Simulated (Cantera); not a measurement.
Charge: 1 mol Ti(OiPr)4, 0.16 mol C3H8, 1.6 mol H2, at 11.0 Pa.

Method: chemical equilibrium by Gibbs-energy minimisation in Cantera with the NASA 1993 tables (ideal gas, pure condensed phases). Candidate condensed phases: C, C6H6, C7H8, C8H18, H2O, Ti, TiC, TiO, TiO2, Ti2O3, Ti3O5, Ti4O7; 113 gas species. The feed counts by its element totals alone. TiC: taken at fixed stoichiometry. Equilibrium is a limit: real reactors are often held back by kinetics, nucleation or transport.

Over these rows the condensed part is C(graphite) + TiC(s). Partial pressures as log10 of bar:

```
T (K)  1000/T (1/K)  log p C2H2 (acetylene)  log p H2  log p CO
-----  ------------  ----------------------  --------  --------
1348         0.7418                   -9.97     -4.05     -4.66
1448         0.6906                       ?     -4.05     -4.66
1548         0.6460                   -8.86     -4.06     -4.66
1648         0.6068                   -8.41     -4.06     -4.66
1748         0.5721                   -8.01     -4.06     -4.67
1848         0.5411                   -7.67     -4.08     -4.67
```

Question: Fit log p(C2H2 (acetylene)) = a + b·(1000/T) to the five rows, give the apparent enthalpy, and predict the row at 1448 K.

Answer: Means: 1000/T = 0.6216, log p = -8.584. Sxy = -0.277897, Sxx = 0.0241929, so b = -11.49 and a = -8.584 − (-11.49)×0.6216 = -1.44.
Apparent enthalpy: −19.145 × (-11.49) = 220 kJ/mol. With the condensed phases at unit activity, 2 C(graphite) + H2(g) = C2H2 (acetylene)(g) links this pressure to the main gases: over the six rows their terms move log p by -0.03 in all, so the slope is close to that reaction's ΔH°. The five rows lie within 0.01 of the line.
Prediction at 1448 K: -1.44 + (-11.49)×0.6906 = -9.37. The computed value is -9.38, 0.01 from the line.
